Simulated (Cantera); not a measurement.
An isothermal, constant-pressure homogeneous reactor starts with NH₃ : N₂ = 1 : 0.48 (molar parts), at 2400 K and 1.90 bar.

Model: the gas-phase N/H chemistry of the illustrative SiF4/NH3 mechanism in the Surface Chemkin manual (1991), integrated in Cantera. Walls and surfaces, which speed up NH3 decomposition in real reactors, are not modelled.

One state of this run: x NH₃ = 0.0629; x N₂ = 0.388; x N₂H₄ = 5.03e-8; x H = 0.00246; x N₂H₂ = 1.37e-6. x: mole fraction; the columns are a selection and need not sum to one.

### Question
Which value of t (s) does it belong to?
A. 0.00132
B. 0.827
C. 0.0628
D. 0.0173

### Answer
A, 0.00132
